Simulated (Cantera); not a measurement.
Thermodynamics of hydrogen reduction and annealing atmospheres, feed Cr2O3 + H2 + N2

A closed system holds: 1 mol Cr2O3, 120 mol H2, 4.7 mol N2, equilibrated at 3.50 mbar.

These are equilibrium values from Cantera (NASA tables, ideal gas, pure condensed phases), not measurements of a reactor. Candidate condensed phases: Cr, CrN, Cr2N, Cr2O3, H2O; 29 gas species. The numbers say what is thermodynamically allowed, not how fast it happens.

From 1648 K to 1848 K the condensed part is Cr2O3(s). From 1898 K to 2098 K nothing is condensed. The main Cr-bearing gas is Cr throughout.

```
T (K)   x H2      x H    x N2    x H2O     x Cr     x CrO  n Cr2O3(s)
-----  -----  -------  ------  -------  -------  --------  ----------
1648   0.956  0.00147  0.0376  0.00323  0.00215   3.01e-6       0.865
1698   0.951  0.00238  0.0375  0.00524  0.00349   8.65e-6       0.781
1748   0.945  0.00375  0.0374  0.00826  0.00550   2.34e-5       0.653
1798   0.936  0.00576  0.0373   0.0127  0.00842   5.96e-5       0.465
1848   0.923  0.00861  0.0370   0.0189   0.0126  0.000144       0.194
1898   0.912   0.0126  0.0369   0.0233   0.0154  0.000236           0
1948   0.906   0.0182  0.0368   0.0232   0.0154  0.000250           0
1998   0.899   0.0257  0.0366   0.0230   0.0153  0.000265           0
2048   0.889   0.0357  0.0364   0.0229   0.0152  0.000279           0
2098   0.877   0.0487  0.0362   0.0226   0.0151  0.000293           0
```
x: gas mole fraction; n: condensed amount in mol.
